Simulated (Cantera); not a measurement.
# Adiabatic ignition

An adiabatic, constant-pressure homogeneous reactor starts with H2 : O2 : N2 = 1 : 0.263 : 1.66 (molar parts), at 1500 K and 0.420 bar.

Model: GRI-Mech 3.0 (53 species, 325 reactions), integrated in Cantera.

```csv
t (s),T (K),x H2,x O2,x OH,x N2O,x NO,x O,x H
5.00e-6,1500,0.342,0.0900,5.75e-8,<1e-12,<1e-12,6.75e-8,8.51e-7
1.94e-5,1500,0.342,0.0899,6.99e-6,7.29e-12,<1e-12,8.25e-6,9.99e-5
7.53e-5,1774,0.124,0.00416,0.00959,5.62e-9,5.78e-6,0.00739,0.122
0.000292,2159,0.146,0.00197,0.0112,5.34e-9,3.15e-5,0.00401,0.0741
0.00113,2468,0.162,0.000579,0.00828,1.14e-8,0.000108,0.00125,0.0370
0.00441,2580,0.168,0.000236,0.00583,2.00e-8,0.000330,0.000519,0.0231
0.0171,2581,0.169,0.000225,0.00570,2.34e-8,0.000694,0.000496,0.0227
0.0664,2581,0.169,0.000224,0.00568,2.43e-8,0.000763,0.000495,0.0226
0.258,2581,0.169,0.000224,0.00568,2.43e-8,0.000763,0.000495,0.0226
1.00,2581,0.169,0.000224,0.00568,2.43e-8,0.000763,0.000495,0.0226
```
x: mole fraction; the columns are a selection and need not sum to one.

```json
{
  "time_of_steepest_temperature_rise": "43.4 µs",
  "temperature at 1.00 s": "2581 K",
  "equilibrium_temperature": "2581 K",
  "x(H2) at 1.00 s": "0.169 (gas-phase equilibrium 0.169)",
  "x(O2) at 1.00 s": "0.000224 (gas-phase equilibrium 0.000224)",
  "x(OH) at 1.00 s": "0.00568 (gas-phase equilibrium 0.00568)"
}
```
